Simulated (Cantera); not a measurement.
Mixture: CO : H₂ : O₂ : N₂ = 1 : 0.032 : 0.369 : 1.39 (molar parts), equivalence ratio 1.4, at 4.93 atm, adiabatic and at constant volume. Ignition delay is the time to a rise of 400 K.

Computed with Cantera and GRI-Mech 3.0 (53 species, 325 reactions). The hydrogen kinetics of GRI-Mech 3.0 are dated; newer H2 mechanisms differ, most at raised pressure. Below about 950 K walls govern HO2 and H2O2 in real vessels.

Problem. What does this change do: O2 0.369 to 0.23 parts?

Solution. 
```csv
quantity,before,after
delay at 875 K,0.117 s,0.117 s
delay at 975 K,5.99 ms,6.16 ms
delay at 1075 K,0.493 ms,0.518 ms
delay at 1175 K,74.6 µs,82.7 µs
delay at 1275 K,29.5 µs,33.9 µs
delay at 1375 K,17.7 µs,20.6 µs
apparent activation energy between 1175 and 1375 K,96 kJ/mol,93 kJ/mol
```
